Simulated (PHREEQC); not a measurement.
Dissolve 0.016 mol/kgw HCl, 0.00013 mol/kgw LiCl and 0.00098 mol/kgw Na2SO4 at 7.7 °C. Closed to the air; pH follows from the charge balance.

The numbers come from PHREEQC with the ion-association model, phreeqc.dat.

No solid was allowed to form.

Q: Order these S species by the share of S that they hold, largest first: HSO4-, NaSO4-, SO4-2.

A: SO4-2 (60 %), HSO4- (40 %), NaSO4- (0.32 %)

The pH is 1.85 and the ionic strength 0.0183 mol/kgw. Complexes and solids missing from the database can't appear. Away from 25 °C the constants follow the database's enthalpies or fits; those with neither stay at their 25 °C values.
